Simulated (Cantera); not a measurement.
A perfectly stirred reactor is fed with H2 : O2 : N2 = 0.043 : 1 : 0.51 (molar parts), equivalence ratio 0.021, at 0.0267 bar; it is held at 1050 K, and followed from long to short residence time.

Computed with Cantera and GRI-Mech 3.0 (53 species, 325 reactions). Radical loss at walls, strong at low pressure, is not modelled.

Task: What does this change do: temperature 1050 to 900 K?

Result: 
```json
[
 {"quantity": "x(H2) at τ = 0.560 s", "before": "0.000263", "after": "0.000947"},
 {"quantity": "x(O2) at τ = 0.560 s", "before": "0.638", "after": "0.639"},
 {"quantity": "x(NO) at τ = 0.560 s", "before": "1.05e-8", "after": "1.53e-9"},
 {"quantity": "x(H) at τ = 0.560 s", "before": "7.21e-5", "after": "4.50e-5"},
 {"quantity": "x(H2O2) at τ = 0.560 s", "before": "1.06e-7", "after": "1.61e-7"},
 {"quantity": "x(H2) at τ = 52.0 ms", "before": "0.001000", "after": "0.00324"},
 {"quantity": "x(O2) at τ = 52.0 ms", "before": "0.636", "after": "0.638"},
 {"quantity": "x(NO) at τ = 52.0 ms", "before": "2.87e-8", "after": "4.37e-9"},
 {"quantity": "x(H) at τ = 52.0 ms", "before": "0.000659", "after": "0.000425"},
 {"quantity": "x(H2O2) at τ = 52.0 ms", "before": "1.72e-7", "after": "2.79e-7"}
]
```
Below about 950 K walls govern HO2 and H2O2 in real vessels.

Task: What does this change do: H2 0.043 to 0.01 parts?

Result: 
| quantity | before | after |
|---|---|---|
| x(H2) at τ = 0.560 s | 0.000263 | 0.000113 |
| x(O2) at τ = 0.560 s | 0.638 | 0.656 |
| x(NO) at τ = 0.560 s | 1.05e-8 | 2.25e-9 |
| x(H) at τ = 0.560 s | 7.21e-5 | 1.93e-5 |
| x(H2O2) at τ = 0.560 s | 1.06e-7 | 3.47e-8 |
| x(H2) at τ = 52.0 ms | 0.001000 | 0.000433 |
| x(O2) at τ = 52.0 ms | 0.636 | 0.655 |
| x(NO) at τ = 52.0 ms | 2.87e-8 | 3.36e-9 |
| x(H) at τ = 52.0 ms | 0.000659 | 0.000147 |
| x(H2O2) at τ = 52.0 ms | 1.72e-7 | 7.17e-8 |

Task: What does this change do: H2 0.043 to 0.061 parts?

Result: 
```csv
quantity,before,after
x(H2) at τ = 0.560 s,0.000263,0.000329
x(O2) at τ = 0.560 s,0.638,0.628
x(NO) at τ = 0.560 s,1.05e-8,1.42e-8
x(H) at τ = 0.560 s,7.21e-5,9.39e-5
x(H2O2) at τ = 0.560 s,1.06e-7,1.41e-7
x(H2) at τ = 52.0 ms,0.001000,0.00126
x(O2) at τ = 52.0 ms,0.636,0.626
x(NO) at τ = 52.0 ms,2.87e-8,4.25e-8
x(H) at τ = 52.0 ms,0.000659,0.000886
x(H2O2) at τ = 52.0 ms,1.72e-7,2.18e-7
```
The temperature is held fixed by assumption; the heat of reaction is taken as removed at once.
